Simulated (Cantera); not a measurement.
## Fe + CO2 + CO (metals in furnace atmospheres)

Feed: 1 mol Fe, 14 mol CO2, 4.4 mol CO, equilibrated at 750 Torr.

Method: chemical equilibrium by Gibbs-energy minimisation in Cantera with the NASA 1993 tables (ideal gas, pure condensed phases). Candidate condensed phases: C, Fe, Fe(CO)5, FeO, Fe2O3, Fe3O4; 15 gas species. The tables' stoichiometric FeO is somewhat more stable than real wüstite, so its field is too wide. FeO: taken at fixed stoichiometry. Equilibrium is a limit: real reactors are often held back by kinetics, nucleation or transport.

At 427 °C the condensed part is C(graphite) + Fe3O4(s). From 627 °C to 1227 °C the condensed part is FeO(s). From 1427 °C to 1627 °C the condensed part is FeO(l).

```csv
T (°C),x CO2,x CO,x Fe,x O2,x FeO,n C(graphite),n Fe3O4(s),n FeO(s),n FeO(l)
427,0.984,0.0156,<1e-12,<1e-12,<1e-12,2.74,0.333,0,0
627,0.707,0.293,<1e-12,<1e-12,<1e-12,0,0,1.00,0
827,0.707,0.293,<1e-12,<1e-12,<1e-12,0,0,1.00,0
1027,0.707,0.293,8.43e-11,<1e-12,<1e-12,0,0,1.00,0
1227,0.707,0.293,1.01e-8,1.39e-10,2.50e-10,0,0,1.00,0
1427,0.707,0.293,3.59e-7,2.73e-8,2.51e-8,0,0,0,1.000
1627,0.707,0.293,5.08e-6,1.74e-6,7.97e-7,0,0,0,1.000
```
x: gas mole fraction; n: condensed amount in mol.
